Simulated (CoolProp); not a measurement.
Computed with CoolProp (reference Helmholtz-energy equation of state, Lemmon 2006). It is a short technical equation, of lower accuracy than the large ones.

Problem. For acetone, give the phase and the Z, Joule-Thomson coefficient (K/MPa), isothermal compressibility (1/MPa) at 530 K and 0.888 MPa.

Solution. 
- 530 K and 0.888 MPa: gas; Z 0.934, Joule-Thomson coefficient 10.4, isothermal compressibility 1.21
